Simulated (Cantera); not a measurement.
Premixed flame

A freely propagating, adiabatic, planar premixed flame of H2 : O2 : N2 = 1 : 0.2 : 0.752 (molar parts), unburnt at 548 K and 6.00 bar; mixture-averaged transport, grid criteria slope 0.08 and curve 0.16, no radiation.

Detailed kinetics in Cantera: the H2/O2 subset of GRI-Mech 3.0, which has no nitrogen chemistry. The hydrogen kinetics of GRI-Mech 3.0 are dated; newer H2 mechanisms differ, most at raised pressure. Burning velocities carry a grid error of a few per cent, more on coarse grids.

| z (mm) | T (K) | u (m/s) | x H2 | x O2 | x H2O | x O | x H | x H2O2 |
|---|---|---|---|---|---|---|---|---|
| -0.139 | 548 | 6.82 | 0.512 | 0.102 | <1e-8 | <1e-8 | <1e-8 | <1e-8 |
| -0.0929 | 548 | 6.82 | 0.512 | 0.102 | 6.95e-8 | <1e-8 | <1e-8 | <1e-8 |
| -0.0697 | 548 | 6.82 | 0.512 | 0.102 | 9.35e-7 | <1e-8 | <1e-8 | <1e-8 |
| -0.0465 | 550 | 6.84 | 0.512 | 0.103 | 1.72e-5 | 4.89e-8 | <1e-8 | 1.08e-7 |
| -0.0232 | 624 | 7.61 | 0.500 | 0.103 | 0.00297 | 1.18e-5 | 0.000103 | 2.25e-5 |
| -0.0116 | 910 | 10.8 | 0.466 | 0.0947 | 0.0296 | 0.000188 | 0.00345 | 5.75e-5 |
| 0 | 1287 | 14.9 | 0.409 | 0.0681 | 0.0895 | 0.000919 | 0.0170 | 2.01e-5 |
| 0.0116 | 1557 | 17.9 | 0.356 | 0.0339 | 0.156 | 0.00125 | 0.0335 | 3.42e-6 |
| 0.0232 | 1702 | 19.5 | 0.328 | 0.0131 | 0.196 | 0.000803 | 0.0414 | 1.45e-6 |
| 0.0465 | 1822 | 20.8 | 0.317 | 0.00182 | 0.219 | 0.000275 | 0.0399 | 5.29e-7 |
| 0.0929 | 1914 | 21.7 | 0.321 | 0.000107 | 0.223 | 0.000126 | 0.0301 | 2.17e-7 |
| 0.186 | 1988 | 22.4 | 0.328 | 1.96e-5 | 0.225 | 5.93e-5 | 0.0199 | 1.02e-7 |
| 0.372 | 2042 | 22.9 | 0.333 | 7.56e-6 | 0.227 | 2.35e-5 | 0.0121 | 4.41e-8 |
x: mole fraction of selected species; z is measured from the peak of heat release.

| Quantity | Result |
|---|---|
| laminar burning velocity | 682 cm/s |
| thermal thickness | 0.0465 mm |
| peak x(O) | 0.00128 |
| peak x(H) | 0.0423 |
| peak x(H2O2) | 5.82e-5 |
| grid points | 110 |
